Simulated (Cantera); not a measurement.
A closed system holds: 1 mol BN, 3.1 mol H2, held at 1950 K and 33.0 mbar.

These are equilibrium values from Cantera (NASA tables, ideal gas, pure condensed phases), not measurements of a reactor. Candidate condensed phases: B, BN; 15 gas species. Mutual solubility and eutectic melting of coexisting phases are not modelled. The tables' values for BH2 are old estimates; treat these amounts as uncertain. Kinetics and transport are ignored.

Base state: H2 0.992, H 0.00628, N2 0.00166, BH2 0.000346 (mole fractions); condensed: B(s) + BN(s).

Problem. What changes in the equilibrium state with this change: BN replaced by AlN?

Solution. 
```json
[
 {"species": "H2", "before": "0.992", "after": "0.971"},
 {"species": "Al", "before": "0", "after": "0.0147"},
 {"species": "N2", "before": "0.00166", "after": "0.00776"},
 {"species": "BH2", "before": "0.000346", "after": "0"},
 {"species": "AlH", "before": "0", "after": "0.000822"},
 {"species": "H", "before": "0.00628", "after": "0.00622"},
 {"species": "B(s), mol", "before": "0.00923", "after": "0"},
 {"species": "BN(s), mol", "before": "0.990", "after": "0"},
 {"species": "AlN(s), mol", "before": "0", "after": "0.951"}
]
```
Further candidate phases: Al, AlN.
